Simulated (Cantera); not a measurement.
A closed system holds: 1 mol Ti(OiPr)₄, 0.48 mol C₃H₈, at 40.0 Pa.

These are equilibrium values from Cantera (NASA tables, ideal gas, pure condensed phases), not measurements of a reactor. Candidate condensed phases: C, C₆H₆, C₇H₈, C₈H₁₈, H₂O, Ti, TiC, TiO, TiO₂, Ti₂O₃, Ti₃O₅, Ti₄O₇; 113 gas species. The feed counts by its element totals alone. TiC: taken at fixed stoichiometry. Equilibrium is a limit: real reactors are often held back by kinetics, nucleation or transport.

x: gas mole fraction; n: condensed amount in mol.

| T (K) | x H₂ | x CO | x H | x C₂H₂ (acetylene) | x CH₄ | x H₂O | n C(graphite) | n Ti₃O₅(s) | n TiC(s) |
|---|---|---|---|---|---|---|---|---|---|
| 1048 | 0.872 | 0.128 | 3.61e-7 | 3.43e-9 | 1.78e-5 | 8.34e-6 | 11.1 | 0.333 | 0 |
| 1123 | 0.799 | 0.201 | [?] | [?] | [?] | [?] | 8.44 | 0 | 1.00 |
| 1198 | 0.799 | 0.201 | [?] | [?] | [?] | [?] | 8.44 | 0 | 1.00 |
| 1273 | 0.799 | 0.201 | 3.19e-5 | 2.97e-7 | 2.40e-6 | 7.64e-7 | 8.44 | 0 | 1.00 |
| 1348 | 0.799 | 0.201 | 0.000103 | 9.61e-7 | 1.49e-6 | 3.74e-7 | 8.44 | 0 | 1.00 |
| 1423 | 0.799 | 0.201 | 0.000297 | 2.74e-6 | 9.72e-7 | 1.98e-7 | 8.44 | 0 | 1.00 |
| 1498 | 0.798 | 0.201 | 0.000768 | 7.04e-6 | 6.62e-7 | 1.12e-7 | 8.44 | 0 | 1.00 |
| 1573 | 0.798 | 0.201 | 0.00182 | 1.65e-5 | 4.67e-7 | 6.66e-8 | 8.44 | 0 | 1.00 |
| 1648 | 0.796 | 0.200 | 0.00397 | 3.56e-5 | 3.39e-7 | 4.15e-8 | 8.44 | 0 | 1.00 |
| 1723 | 0.792 | 0.200 | 0.00811 | 7.17e-5 | 2.52e-7 | 2.69e-8 | 8.44 | 0 | 1.00 |
| 1798 | 0.785 | 0.199 | 0.0156 | 0.000135 | 1.91e-7 | 1.80e-8 | 8.43 | 0 | 1.00 |
| 1873 | 0.773 | 0.198 | 0.0284 | 0.000241 | 1.46e-7 | 1.23e-8 | 8.43 | 0 | 1.000 |
| 1948 | 0.755 | 0.196 | 0.0491 | 0.000407 | 1.11e-7 | 8.57e-9 | 8.42 | 0 | 1.000 |

Some entries are withheld; supply them.


- 1198, x H: 8.50e-6
- 1198, x C₂H₂ (acetylene): 7.91e-8
- 1198, x CH₄: 4.10e-6
- 1198, x H₂O: 1.70e-6
- 1123, x H: 1.90e-6
- 1123, x C₂H₂ (acetylene): 1.76e-8
- 1123, x CH₄: 7.50e-6
- 1123, x H₂O: 4.24e-6
